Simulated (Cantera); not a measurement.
Mixture: H₂ : O₂ : N₂ = 1 : 0.455 : 3.14 (molar parts), at 0.987 atm, adiabatic and at constant pressure. Ignition delay is the time to a rise of 400 K.

Model: GRI-Mech 3.0 (53 species, 325 reactions), integrated in Cantera. Where the delays flatten at high temperature, the 400 K rule measures the pace of heat release, not the induction time.

Question: Predict: delay at 1075 K; delay at 1175 K; delay at 1275 K; delay at 1375 K; delay at 1475 K.

Answer: 
```
Item               Result
---------------  --------
delay at 1075 K  0.167 ms
delay at 1175 K   84.1 µs
delay at 1275 K   54.5 µs
delay at 1375 K   41.5 µs
delay at 1475 K   35.8 µs
```
